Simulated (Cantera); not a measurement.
Cantera run:

```python
import numpy as np
import cantera as ct

gas_names = """
    C CH CH2 CH3 CH2OH CH3O CH4 CH3OH CO CO2 COOH C2 C2H CHCO,ketyl C2H2,acetylene C2H2,vinylidene
    CH2CO,ketene C2H3,vinyl CH3CO,acetyl C2H4 C2H4O,ethylen CH3CHO,ethanal CH3COOH (HCOOH)2 C2H5 C2H6
    CH3OCH3 C2H5OH C2O C3 C3H3,propargyl C3H4,allene C3H4,propyne C3H4,cyclo- C3H5,allyl C3H6,propylene
    C3H6,cyclo- C3H6O C3H7,n-propyl C3H7,i-propyl C3H8 C3H8O,1propanol C3H8O,2propanol C3O2 C4 C4H2
    C4H4,1,3-cyclo- C4H6,butadiene C4H6,2-butyne C4H6,cyclo- C4H8,1-butene C4H8,cis2-buten
    C4H8,tr2-butene C4H8,isobutene C4H8,cyclo- (CH3COOH)2 C4H9,n-butyl C4H9,i-butyl C4H9,s-butyl
    C4H9,t-butyl C4H10,isobutane C4H10,n-butane C5 C5H6,1,3cyclo- C5H8,cyclo- C5H10,1-pentene
    C5H10,cyclo- C5H11,pentyl C5H11,t-pentyl C5H12,n-pentane C5H12,i-pentane CH3C(CH3)2CH3 C6H2
    C6H5,phenyl C6H5O,phenoxy C6H6 C6H5OH,phenol C6H10,cyclo- C6H12,1-hexene C6H12,cyclo- C6H13,n-hexyl
    C7H7,benzyl C7H8 C7H8O,cresol C7H14,1-heptene C7H15,n-heptyl C7H16,n-heptane C8H8,styrene
    C8H10,ethylbenz C8H16,1-octene C8H17,n-octyl C8H18,isooctane C8H18,n-octane C9H19,n-nonyl
    C10H8,naphthale C10H21,n-decyl C12H9,o-bipheny C12H10,bipheny Fe FeC5O5 FeO Fe(OH)2 H HCO HO2 H2
    HCHO,formaldehy HCOOH H2O H2O2 O OH O2 O3
""".split()
cond_names = """
    C(gr) C6H6(L) C7H8(L) C8H18(L),n-octa Fe(a) Fe(c) Fe(d) Fe(L) FeC5O5(L) FeO(s) FeO(L) Fe(OH)2(s)
    Fe(OH)3(s) Fe2O3(s) Fe3O4(s) H2O(s) H2O(L)
""".split()


def load(file, names, dense=False):
    # The tables refer to 1 bar. Condensed volumes are neglected.
    table = {s.name: s for s in ct.Species.list_from_file(file)}
    out = []
    for n in names:
        d = dict(table[n].input_data)
        d["thermo"] = dict(d["thermo"], **{"reference-pressure": 1e5})
        if dense:
            d["equation-of-state"] = {"model": "constant-volume", "density": "1e6 g/cm^3"}
        out.append(ct.Species.from_dict(d))
    return out


gas = ct.Solution(thermo="ideal-gas", species=load("nasa_gas.yaml", gas_names))
cond = {s.name: ct.Solution(thermo="fixed-stoichiometry", species=[s], name=s.name)
        for s in load("nasa_condensed.yaml", cond_names, dense=True)}
atoms = {
    'Fe(CO)5': {'Fe': 1, 'C': 5, 'O': 5},
    'CO': {'C': 1, 'O': 1},
    'H2': {'H': 2},
}
top_T = {'C(gr)': 4500, 'Fe2O3(s)': 1830, 'Fe3O4(s)': 1870}  # K; cautious upper limits of use, not melting points


def equilibrate(T, P, feed):
    n = {}
    for name, mol in feed.items():
        for a, k in atoms[name].items():
            n[a] = n.get(a, 0.0) + k * mol
    gas.TPX = T, P, n
    mass = sum(n.values()) * gas.mean_molecular_weight
    gas.equilibrate("TP")
    valid = [c for c in cond.values() if c.min_temp <= T <= top_T.get(c.name, c.max_temp)]
    mix = ct.Mixture([(gas, mass / gas.mean_molecular_weight)] + [(c, 0.0) for c in valid])
    mix.T, mix.P = T, P
    mix.equilibrate("TP", solver="gibbs", rtol=1e-10, max_steps=50000)
    return mix


results = []
feed = {'Fe(CO)5': 1, 'CO': 5, 'H2': 15}  # mol
P = 300000  # Pa
for T in [948, 1048, 1148, 1248, 1348, 1448, 1548]:
    mix = equilibrate(T, P, feed)
    results.append((T, P, feed, dict(zip(mix.species_names, mix.species_moles))))

top = {s: max(r[3][s] / sum(r[3][g] for g in gas_names) for r in results) for s in gas_names}
cols = sorted((s for s in top if top[s] > 0.001), key=lambda s: -top[s])[:5]
seen = [c for c in cond_names if any(r[3].get(c, 0) > 1e-12 for r in results)]
print("log10 of partial pressures in bar; condensed amounts in mol")
print(f"{'T/K':>10s}" + "".join(f"{s[:9]:>10s}" for s in cols + seen))
for T, P, feed, n in results:
    ng = sum(n[g] for g in gas_names)
    print(f"{T:10.4g}" + "".join(f"{np.log10(max(n[s] / ng * P / 1e5, 1e-99)):10.3f}" for s in cols)
          + "".join(f"{n.get(c, 0):10.4g}" for c in seen))
```

It prints:

```
log10 of partial pressures in bar; condensed amounts in mol
       T/K        H2        CO       H2O       CH4       CO2     C(gr)     Fe(a)     Fe(c)    FeO(s)
       948     0.144    -0.383    -0.253    -0.477    -0.523     4.005         0         0         1
      1048     0.201    -0.070    -0.597    -0.832    -0.794     1.866         1         0         0
      1148     0.230     0.040    -1.049    -1.164    -1.311    0.5432         1         0         0
      1248     0.243     0.069    -1.501    -1.468    -1.867   0.08968         0         1         0
      1348     0.249     0.076    -1.887    -1.759    -2.351         0         0         1         0
      1448     0.252     0.078    -2.173    -2.066    -2.722         0         0         1         0
      1548     0.253     0.079    -2.425    -2.335    -3.045         0         0         1         0
```

Method: chemical equilibrium by Gibbs-energy minimisation in Cantera with the NASA 1993 tables (ideal gas, pure condensed phases). The tables' stoichiometric FeO is somewhat more stable than real wüstite, so its field is too wide. FeO: taken at fixed stoichiometry. Condensed phases not in the tables: cementite and carbon dissolved in iron.
